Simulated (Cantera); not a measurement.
Cantera run:

```python
import numpy as np
import cantera as ct

gas_names = """
    CL CL2 Si SiCL SiCL2 SiCL3 SiCL4 Si2 Si3
""".split()
cond_names = """
    Si(cr) Si(L)
""".split()


# ... load() reads the species with a 1 bar reference pressure and builds the phases ...
atoms = {
    'Si': {'Si': 1},
    'Cl2': {'CL': 2},
}
top_T = {}  # K; cautious upper limits of use, not melting points


# ... equilibrate(T, P, feed) seeds the gas with the atoms and calls Mixture.equilibrate('TP', solver="vcs", rtol=1e-11, max_steps=5000) ...
results = []
feed = {'Si': 1, 'Cl2': 3.4}  # mol
T = 1573  # K
P = 840  # Pa
mix = equilibrate(T, P, feed)
results.append((T, P, feed, dict(zip(mix.species_names, mix.species_moles))))
x = sorted(zip(gas.X, gas.species_names), reverse=True)
print(f"T = {T:g} K  P = {P:g} Pa  gas = {mix.phase_moles(0):.4g} mol")
print("   x: " + "  ".join(f"{s} {v:.3e}" for v, s in x if v > 0.001))
print("   condensed (mol): " + ("  ".join(f"{mix.phase(i).name} {mix.phase_moles(i):.4g}"
      for i in range(1, mix.n_phases) if mix.phase_moles(i) > 1e-12) or "none"))
```

Result:

```
T = 1573 K  P = 840 Pa  gas = 3.137 mol
   x: CL 4.692e-01  SiCL4 3.182e-01  CL2 2.121e-01
   condensed (mol): none
```

These are equilibrium values from Cantera (NASA tables, ideal gas, pure condensed phases), not measurements of a reactor. The tables' values for SiCl3 are old estimates; treat these amounts as uncertain.
